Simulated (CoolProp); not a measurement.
A single-stage vapour-compression cycle with carbonyl sulfide: evaporating at 200.15 K (dew point), condensing at 244.15 K (bubble point), superheat 0 K, subcooling 0 K, compressor efficiency 0.7, no pressure losses. Each further row changes one setting.

The numbers come from the reference Helmholtz-energy equation of state, Lemmon 2006 in CoolProp. It is a short technical equation, of lower accuracy than the large ones.

```csv
case,cooling COP,pressure ratio,discharge temperature (K),refrigerating effect (kJ/kg),volumetric capacity (kJ/m³)
as stated,2.64,8.02,355.8,272,304
evaporating temperature 205.15 K,3.13,6.02,338.9,274,401
condensing temperature 239.15 K,3.04,…,339.7,278,311
subcooling 5 K,2.70,8.02,355.8,278,311
superheat 10 K,2.58,8.02,370.4,278,…
compressor efficiency 0.6,…,8.02,…,272,304
```

Q: Some entries are withheld; supply them.

A: 
- condensing temperature 239.15 K, pressure ratio: 6.61
- superheat 10 K, volumetric capacity (kJ/m³): 296
- compressor efficiency 0.6, cooling COP: 2.26
- compressor efficiency 0.6, discharge temperature (K): 378.5
